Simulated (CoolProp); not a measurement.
Vapour-liquid equilibrium of dimethyl ether (1) + R236EA (2) at 0.162 MPa; x and y are mole fractions of (1).

Values from CoolProp's multi-fluid Helmholtz-energy mixture model, Wu 2011 and Rui 2013; pair parameters Bell 2016.

| x | bubble temperature (K) | y at the bubble point | dew temperature at overall composition x (K) | liquid density (mol/L) |
|---|---|---|---|---|
| 0.05 | 291.2 | 0.060 | 291.2 | 9.732 |
| 0.15 | 290.4 | (withheld) | 290.6 | 10.18 |
| 0.25 | 289.0 | 0.337 | 289.9 | 10.66 |
| 0.35 | 286.8 | 0.495 | 288.8 | 11.19 |
| 0.45 | 283.6 | 0.651 | 287.5 | 11.77 |
| 0.55 | 279.3 | 0.786 | 285.8 | 12.40 |
| 0.65 | 274.4 | 0.886 | 283.6 | 13.07 |
| 0.75 | 269.4 | 0.948 | 280.7 | 13.79 |
| 0.85 | 264.8 | 0.981 | 276.5 | (withheld) |
| 0.95 | 261.1 | 0.996 | (withheld) | 15.25 |

Q: Fill in the missing entries.

A: 
- 0.15, y at the bubble point: 0.190
- 0.85, liquid density (mol/L): 14.52
- 0.95, dew temperature at overall composition x (K): 269.2

No azeotrope shows between x = 0.05 and 0.95.

Pair parameters are fitted to limited data, so mixtures are less certain than the pure fluids.
